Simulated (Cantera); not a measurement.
What does this Cantera script print?

```python
import numpy as np
import cantera as ct

gas_names = """
    CL CL2 H HCL H2 Si SiCL SiCL2 SiCL3 SiCL4 SiH SiHCL3 SiH2 SiH2CL2 SiH3 SiH3CL SiH4 Si2 Si3
""".split()
cond_names = """
    Si(cr) Si(L)
""".split()


# ... load() reads the species with a 1 bar reference pressure and builds the phases ...
atoms = {
    'Si': {'Si': 1},
    'HCl': {'H': 1, 'CL': 1},
}
top_T = {}  # K; cautious upper limits of use, not melting points


# ... equilibrate(T, P, feed) seeds the gas with the atoms and calls Mixture.equilibrate('TP', solver="vcs", rtol=1e-11, max_steps=5000) ...
results = []
feed = {'Si': 1, 'HCl': 11}  # mol
P = 10000  # Pa
for T in [873, 923, 973, 1023, 1073, 1123, 1173, 1223, 1273, 1323, 1373, 1423]:
    mix = equilibrate(T, P, feed)
    results.append((T, P, feed, dict(zip(mix.species_names, mix.species_moles))))

top = {s: max(r[3][s] / sum(r[3][g] for g in gas_names) for r in results) for s in gas_names}
cols = sorted((s for s in top if top[s] > 1e-06), key=lambda s: -top[s])[:5]
seen = [c for c in cond_names if any(r[3].get(c, 0) > 1e-12 for r in results)]
print("log10 of partial pressures in bar; condensed amounts in mol")
print(f"{'T/K':>10s}" + "".join(f"{s[:9]:>10s}" for s in cols + seen))
for T, P, feed, n in results:
    ng = sum(n[g] for g in gas_names)
    print(f"{T:10.4g}" + "".join(f"{np.log10(max(n[s] / ng * P / 1e5, 1e-99)):10.3f}" for s in cols)
          + "".join(f"{n.get(c, 0):10.4g}" for c in seen))
```

Result:

```
log10 of partial pressures in bar; condensed amounts in mol
       T/K       HCL        H2     SiCL4     SiCL3     SiCL2
       873    -1.155    -1.699    -2.000    -6.938   -10.106
       923    -1.155    -1.699    -2.000    -6.369    -9.133
       973    -1.155    -1.699    -2.001    -5.860    -8.263
      1023    -1.155    -1.700    -2.001    -5.403    -7.480
      1073    -1.155    -1.700    -2.002    -4.989    -6.772
      1123    -1.154    -1.700    -2.003    -4.614    -6.130
      1173    -1.154    -1.701    -2.005    -4.273    -5.546
      1223    -1.154    -1.703    -2.009    -3.962    -5.013
      1273    -1.153    -1.705    -2.016    -3.681    -4.529
      1323    -1.152    -1.709    -2.027    -3.428    -4.091
      1373    -1.150    -1.716    -2.047    -3.206    -3.700
      1423    -1.147    -1.728    -2.079    -3.017    -3.358
```

These are equilibrium values from Cantera (NASA tables, ideal gas, pure condensed phases), not measurements of a reactor. The tables' values for SiCl3 are old estimates; treat these amounts as uncertain.
